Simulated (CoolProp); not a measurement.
Vapour-liquid equilibrium of ethylene (1) + n-butane (2) at 199.9 K; x and y are mole fractions of (1).

Model: multi-fluid Helmholtz-energy mixture model, Smukala 2000 and Bücker 2006; pair parameters Bell 2016, in CoolProp.

Question: Give the bubble pressure and the first vapour's composition at x = 0.5, 0.65, 0.95. Is there an azeotrope?

Answer: x = 0.5: 2.051 bar, y = 0.994; x = 0.65: 2.724 bar, y = 0.997; x = 0.95: 4.281 bar, y = 1.000. No azeotrope shows between x = 0.05 and 0.95.

The pair parameters rest on a limited set of measurements; away from them the model extrapolates. The gap from Raoult's law changes sign with composition, which may be real or a fault of the pair parameters; it wasn't checked against measurements.
